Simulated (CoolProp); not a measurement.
Aqueous ethanol as a coolant, at 23 °C, 1 atm.

Values from CoolProp's Melinder's fits for secondary coolants.

| mass % | freezing point (°C) | density (kg/m³) | cp (kJ/(kg K)) | Prandtl number | viscosity (mPa s) |
|---|---|---|---|---|---|
| 3.4 | -1.4 | 991.0 | 4.209 | 7.80 | 1.07 |
| 7.9 | -3.3 | 983.9 | 4.269 | 10.0 | 1.29 |
| 12.4 | -5.7 | 977.7 | 4.312 | 12.8 | 1.53 |
| 16.8 | -8.7 | 971.9 | 4.329 | 15.7 | 1.78 |
| 21.3 | -12.2 | 965.8 | 4.318 | 18.9 | 2.01 |
| 25.8 | -16.2 | 959.1 | 4.279 | 21.8 | 2.22 |
| 30.2 | -20.3 | 951.8 | 4.220 | 24.4 | 2.38 |
| 34.7 | -24.6 | 943.7 | 4.144 | 26.6 | 2.50 |
| 39.2 | -28.8 | 934.8 | 4.061 | 28.4 | 2.56 |
| 43.7 | -32.7 | 925.2 | 3.974 | 29.8 | 2.59 |
| 48.1 | -36.2 | 915.5 | 3.886 | 30.7 | 2.58 |
| 52.6 | -39.5 | 905.3 | 3.790 | 31.4 | 2.54 |
